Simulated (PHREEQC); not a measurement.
Solution (20 °C): 0.02 mol H3PO4 and 0.039 mol H2SO4 per kg of water. Closed to the air; pH follows from the charge balance.

All values are PHREEQC results (ion-association model, wateq4f.dat), not measurements.

The pH is 1.34. The ionic strength is 0.0672 mol/kgw. The total alkalinity is -98.0 meq/kg.

| species | molality | activity | log γ |
|---|---|---|---|
| H+ | 0.0547 | 0.0461 | -0.074 |
| HSO4- | 0.0266 | 0.0214 | -0.095 |
| H3PO4 | 0.0167 | 0.0170 | 0.007 |
| SO4-2 | 0.0124 | 0.00530 | -0.371 |
| H2PO4- | 0.00327 | 0.00266 | -0.090 |
| HPO4-2 | 8.12e-9 | 3.48e-9 | -0.368 |

Precipitation was switched off in this run. Species that the database lacks are ignored. H3PO4, which wateq4f.dat lacks, is added to it with the constant of phreeqc.dat.
